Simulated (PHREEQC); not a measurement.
Make-up at 38 °C: 1 mmol/kgw H2SO4, 2.5 mmol/kgw K2SO4 and 1.7 mmol/kgw CuSO4. Closed to the air; pH follows from the charge balance.

Computed with PHREEQC (ion-association model, phreeqc.dat).

```yaml
pH: 2.87
ionic_strength: 0.0143 mol/kgw
specific_conductance: 1990 µS/cm
total_alkalinity: -2.00 meq/kg
```

```tsv
species	molality	activity	log γ
K+	0.00489	0.00431	-0.055
SO4-2	0.00414	0.00256	-0.209
H+	0.00149	0.00134	-0.046
Cu+2	0.00125	0.000788	-0.202
HSO4-	0.000508	0.000449	-0.053
CuSO4	0.000447	0.000448	0.001
```

Precipitation was switched off in this run. At this temperature some constants are extrapolated from 25 °C, and those without enthalpy data are left unchanged.
